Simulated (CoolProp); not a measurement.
Vapour-liquid equilibrium of R134a (1) + R142b (2) at 201.8 K; x and y are mole fractions of (1).

The numbers come from the multi-fluid Helmholtz-energy mixture model, Tillner-Roth 1994 and Lemmon 2006; pair parameters Bell 2016 in CoolProp.

### Question
Give the bubble pressure and the first vapour's composition at x = 0.05, 0.35, 0.55. Is there an azeotrope?

### Answer
x = 0.05: 0.003482 MPa, y = 0.134; x = 0.35: 0.005074 MPa, y = 0.581; x = 0.55: 0.005883 MPa, y = 0.734. No azeotrope shows between x = 0.05 and 0.95.

Pair parameters are fitted to limited data, so mixtures are less certain than the pure fluids.
